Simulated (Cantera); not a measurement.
An adiabatic, constant-pressure homogeneous reactor starts with CH4 : O2 : N2 = 2.6 : 3.92 : 14.7 (molar parts), at 1725 K and 1.00 bar.

Model: GRI-Mech 3.0 (53 species, 325 reactions), integrated in Cantera.

Predict: time of steepest temperature rise; temperature at 0.600 s; equilibrium temperature; x(O2) at 0.600 s; x(NO) at 0.600 s; x(OH) at 0.600 s; x(CH2O) at 0.600 s.


```json
{
  "time_of_steepest_temperature_rise": "0.193 ms",
  "temperature at 0.600 s": "2833 K",
  "equilibrium_temperature": "2833 K",
  "x(O2) at 0.600 s": "0.00550 (gas-phase equilibrium 0.00550)",
  "x(NO) at 0.600 s": "0.00559 (gas-phase equilibrium 0.00559)",
  "x(OH) at 0.600 s": "0.0181 (gas-phase equilibrium 0.0181)",
  "x(CH2O) at 0.600 s": "1.62e-9 (gas-phase equilibrium 1.62e-9)"
}
```
